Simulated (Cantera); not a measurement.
An isothermal, constant-pressure homogeneous reactor starts with CH4 : H2 = 0.029 : 1 (molar parts), at 1925 K and 74.3 Torr.

Computed with Cantera and GRI-Mech 3.0 (53 species, 325 reactions). GRI-Mech 3.0 stops at C3 and has no aromatics, soot or wall deposition, so with more carbon than oxygen in the feed, carbon stays in small species such as C2H2 where larger ones or solid carbon would form.

One state of this run: x CH4 = 0.0268; x H2 = 0.970; x C2H = 3.59e-9; x C2H4 = 6.33e-5; x CH3 = 0.000920; x C2H2 = 0.000145; x H = 0.00168. x: mole fraction; the columns are a selection and need not sum to one.

Q: Which value of t (s) does it belong to?
(A) 0.0170
(B) 0.00143
(C) 1.00e-5
(D) 8.38

A: B, 0.00143
